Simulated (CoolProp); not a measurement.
Vapour-liquid equilibrium of o-xylene (1) + n-undecane (2) at 0.141 MPa; x and y are mole fractions of (1).

Computed with CoolProp (multi-fluid Helmholtz-energy mixture model, Zhou 2012 and Aleksandrov 2011; pair parameters Bell 2016).

Problem. Give the bubble temperature and the first vapour's composition at x = 0.05, 0.8, 0.875. Is there an azeotrope?

Solution. x = 0.05: 205.9 °C, y = 0.123; x = 0.8: 164.2 °C, y = 0.935; x = 0.875: 161.5 °C, y = 0.962. No azeotrope shows between x = 0.05 and 0.95.

Pair parameters are fitted to limited data, so mixtures are less certain than the pure fluids.
